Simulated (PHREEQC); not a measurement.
PHREEQC input (ion-association model, wateq4f.dat):

```
SOLUTION_MASTER_SPECIES
  An  An-  0  An  62.0  # stands for a non-complexing anion
SOLUTION_SPECIES
  An- = An-
    -log_k 0
    -gamma 3.0 0
PHASES
  Fix_H+
    H+ = H+
    -log_k 0
SOLUTION 1
  temp 25
  units mmol/kgw
  pH 7 charge
  Cl 14.858
  Zn 0.099
  Mn(2) 6.8
  Mg 0.53
  Na 5
  An 5
END
SELECTED_OUTPUT 1
  -reset false
  -pH true
  -pe true
  -ionic_strength true
  -water true
  -totals Cl Mg Mn Na Zn Mn(2) Mn(3) Mn(6) Mn(7)
  -molalities Hfo_wOH Hfo_wOH2+ Hfo_wO- Hfo_sOH Hfo_sOH2+ Hfo_sO- Hfo_wOMg+ Hfo_sOMn+ Hfo_wOMn+ Hfo_sOZn+
    Hfo_wOZn+
  -saturation_indices Brucite Pyrochroite Zn(OH)2-e Zn5(OH)8Cl2 Halite
USER_PUNCH 1
  -headings sigma psi
  10 PUNCH EDL("sigma", "Hfo"), EDL("psi", "Hfo")
PRINT
  -reset false
USE solution 1
SURFACE 1
  Hfo_wOH 0.0101124 600 4.5
  Hfo_sOH 0.000252809
EQUILIBRIUM_PHASES 1
  Fix_H+ -4 HAn 10
    -force_equality true
END
# ... the last block is repeated for the other 12 points of pH, with NaOH or the acid as the point needs
```

Selected output (columns that matter, 13 of 13 rows; pH added in front):

```
pH	mu	Cl	Mg	Mn	Na	Zn	m_Hfo_wOH	si_Brucite	si_Pyrochroite	si_Zn(OH)2-e	si_Zn5(OH)8Cl2	si_Halite	sigma	psi
4	0.030765	0.014858	0.00053	0.0067986	0.005	9.8496e-05	0.0026598	-12.382	-9.6478	-7.7823	-31.728	-5.8618	0.27142	0.16823
4.5	0.029819	0.014858	0.00053	0.0067895	0.005	9.5309e-05	0.0041876	-11.379	-8.6454	-6.7936	-27.782	-5.86	0.21222	0.15643
5	0.02882	0.014858	0.00052998	0.0067406	0.005	8.1041e-05	0.0055673	-10.376	-7.6453	-5.8608	-24.116	-5.8581	0.15615	0.14163
5.5	0.027774	0.014858	0.00052988	0.0066296	0.005	5.9662e-05	0.0066068	-9.3721	-6.649	-4.9903	-20.762	-5.8559	0.11003	0.12479
6	0.026736	0.014858	0.00052915	0.0064658	0.005	4.0647e-05	0.0071962	-8.3691	-5.6563	-4.1537	-17.576	-5.8537	0.07486	0.1064
6.5	0.025161	0.014858	0.00052492	0.0058742	0.0055698	1.699e-05	0.0071427	-7.3669	-4.6925	-3.5278	-15.442	-5.803	0.052031	0.090015
7	0.024045	0.014857	0.00051167	0.0045676	0.0085003	6.0319e-06	0.0058943	-6.3738	-3.7978	-2.9765	-13.681	-5.6157	0.042415	0.081326
7.5	0.022812	0.014856	0.00048817	0.0032105	0.0114	2.7732e-06	0.0037361	-5.3895	-2.9464	-2.3208	-11.397	-5.4842	0.037716	0.077056
8	0.021939	0.014856	0.00045817	0.0022569	0.013473	1.7438e-06	0.0018538	-4.4136	-2.0966	-1.5702	-8.6397	-5.4087	0.034099	0.073305
8.5	0.021469	0.014855	0.00043203	0.0017497	0.014615	2.0889e-06	0.00075603	-3.4374	-1.2068	-0.7286	-5.4292	-5.3717	0.031683	0.070454
9	0.021261	0.014855	0.00041627	0.0015325	0.015142	7.429e-06	0.00027013	-2.4534	-0.2685	0.1667	-1.9521	-5.3556	0.030397	0.06881
9.5	0.021152	0.014855	0.00040581	0.0014362	0.015455	3.7249e-05	9.1593e-05	-1.4663	0.6886	0.9446	0.9382	-5.3464	0.029493	0.067578
10	0.021069	0.014855	0.00039316	0.0013896	0.015823	8.2868e-05	3.1285e-05	-0.4868	1.6297	1.2987	1.709	-5.3358	0.028309	0.065851
```

Along this series the solution becomes supersaturated in solids that the run did not let form, among them Pyrochroite, Zn(OH)2-e, Zn5(OH)8Cl2.
